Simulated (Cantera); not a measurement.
# Gas-phase reforming

An isothermal, constant-pressure homogeneous reactor starts with 34.5 % CH4, 65.5 % H2O, at 1300 K and 1.00 atm.

Cantera simulation using GRI-Mech 3.0 (53 species, 325 reactions); the numbers are that mechanism's predictions, not measurements.

| t (s) | x CH4 | x H2O | x C2H | x H2 | x CH2CO | x HCO |
|---|---|---|---|---|---|---|
| 1.00e-6 | 0.345 | 0.655 | <1e-12 | 1.94e-9 | <1e-12 | <1e-12 |
| 3.73e-6 | 0.345 | 0.655 | <1e-12 | 9.05e-9 | <1e-12 | <1e-12 |
| 1.39e-5 | 0.345 | 0.655 | <1e-12 | 3.56e-8 | <1e-12 | <1e-12 |
| 5.18e-5 | 0.345 | 0.655 | <1e-12 | 1.35e-7 | <1e-12 | <1e-12 |
| 0.000193 | 0.345 | 0.655 | <1e-12 | 5.04e-7 | <1e-12 | <1e-12 |
| 0.000720 | 0.345 | 0.655 | <1e-12 | 1.89e-6 | <1e-12 | <1e-12 |
| 0.00268 | 0.345 | 0.655 | <1e-12 | 7.30e-6 | <1e-12 | <1e-12 |
| 0.0100 | 0.345 | 0.655 | <1e-12 | 2.82e-5 | <1e-12 | <1e-12 |
| 0.0373 | 0.345 | 0.655 | <1e-12 | 0.000112 | 3.62e-12 | <1e-12 |
| 0.139 | 0.344 | 0.655 | <1e-12 | 0.000513 | 6.77e-10 | <1e-12 |
| 0.518 | 0.341 | 0.654 | <1e-12 | 0.00285 | 8.70e-8 | 2.15e-12 |
| 1.93 | 0.331 | 0.650 | 2.87e-12 | 0.0141 | 1.98e-6 | 2.28e-12 |
| 7.20 | 0.297 | 0.633 | 1.18e-11 | 0.0514 | 7.35e-6 | 2.50e-12 |
| 26.8 | 0.222 | 0.594 | 2.78e-11 | 0.135 | 1.22e-5 | 5.68e-12 |
| 100 | 0.179 | 0.533 | 3.19e-11 | 0.214 | 9.14e-6 | 2.78e-11 |
x: mole fraction; the columns are a selection and need not sum to one.

Equilibrium at this temperature and pressure: CH4 2.10e-5, H2O 0.158, C2H <1e-12, H2 0.637, CH2CO 1.74e-11, HCO 6.45e-10 (gas phase only).
